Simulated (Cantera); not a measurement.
Feed: 1 mol BF3, 7.4 mol H2O, 0.64 mol N2, at 2375 K and 0.290 bar.

Cantera equilibrium calculation (NASA polynomials, part measured and part estimated; ideal gas, pure solids and liquids). Candidate condensed phases: B, BN, B2O3, B3O3H3, H2O; 62 gas species. Kinetics and transport are ignored.

Base state: H2O 0.536, HF 0.244, N2 0.0617, BOF 0.0482, HBO2 0.0461, H2 0.0300, OH 0.0144, O2 0.0109 (mole fractions); condensed: gas only.

**Question.** What changes in the equilibrium state with this change: BF3 replaced by B2H6?

**Answer.** 
```json
[
 {"species": "H2", "before": "0.0300", "after": "0.481"},
 {"species": "H2O", "before": "0.536", "after": "0.293"},
 {"species": "HBO2", "before": "0.0461", "after": "0.136"},
 {"species": "HF", "before": "0.244", "after": "0"},
 {"species": "BOF", "before": "0.0482", "after": "0"},
 {"species": "O2", "before": "0.0109", "after": "1.27e-5"},
 {"species": "B2O3", "before": "0.000686", "after": "0.0109"},
 {"species": "OH", "before": "0.0144", "after": "0.00197"},
 {"species": "H", "before": "0.00454", "after": "0.0182"},
 {"species": "N2", "before": "0.0617", "after": "0.0525"},
 {"species": "F", "before": "5.46e-5", "after": "0"},
 {"species": "BF3", "before": "1.47e-5", "after": "0"}
]
```
The feed counts by its element totals alone.

**Question.** What changes in the equilibrium state with this change: 0.13 mol NH3 added?

**Answer.** 
| species | before | after |
|---|---|---|
| H2O | 0.536 | 0.535 |
| HF | 0.244 | 0.239 |
| N2 | 0.0617 | 0.0668 |
| H2 | 0.0300 | 0.0383 |
| O2 | 0.0109 | 0.00663 |
| OH | 0.0144 | 0.0127 |
| BOF | 0.0482 | 0.0469 |
| HBO2 | 0.0461 | 0.0457 |
| O | 0.00147 | 0.00115 |
| HBO | 4.29e-5 | 5.44e-5 |
